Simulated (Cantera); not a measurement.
# Counterflow diffusion flame

A counterflow diffusion flame at 1.30 bar, nozzles 20 mm apart: fuel side CH4 = 1 (molar parts) at 300 K, oxidiser side O2 : N2 = 0.19 : 0.81 (molar parts) at 348 K, fuel mass flux 0.68 times the oxidiser's; mixture-averaged transport, no radiation.

Cantera simulation using GRI-Mech 3.0 (53 species, 325 reactions); the numbers are that mechanism's predictions, not measurements. GRI-Mech 3.0 has no aromatics or soot, which form on the fuel side of real flames. The maximum strain rate includes the flame's own expansion and is several times the mean. A flux with no burning solution from the previous one only brackets extinction.

```tsv
oxidiser flux (kg/m²/s)	max strain (1/s)	mean strain (1/s)	T max (K)	peak x OH	peak x H	peak x NO	peak x CO	peak x C2H2
0.33	156	26.2	1988	0.00503	0.00244	0.000167	0.0369	0.00858
0.48	221	38.1	1973	0.00501	0.00255	0.000148	0.0368	0.00762
0.72	322	57.1	1956	0.00496	0.00268	0.000126	0.0370	0.00674
1.1	471	87.3	1934	0.00481	0.00276	9.85e-5	0.0374	0.00579
1.6	663	127	1906	0.00452	0.00275	7.12e-5	0.0378	0.00482
2.4	951	190	1860	0.00394	0.00255	3.98e-5	0.0386	0.00347
```
x: mole fraction; the columns are a selection and need not sum to one.

At the next flux tried, 3.6 kg/m²/s, no burning solution was found from the previous one.
